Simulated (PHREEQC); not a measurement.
**City or well water: an equilibrium model**

Synthetic water in mg/L, 25 °C, pH 7.15, pe 10.7: Na 158; K 1.5; Ca 109; Mg 20.3; Cl 198; S(6) as SO4 242; Alkalinity as HCO3 215; N(5) as NO3 6.19.

Cl is adjusted to close the charge balance.
Valence states are taken as typed.

Model: ion-association model, phreeqc.dat, run in PHREEQC.

Precipitation was switched off in this run.

Problem. What ionic strength, specific conductance does the model give?

Solution. ionic strength 0.0181 mol/kgw; specific conductance 1400 µS/cm.

Problem. In which forms is C present?

Solution. HCO3- 86 %, CO2 12 %, CaHCO3+ 1.5 % of the C.
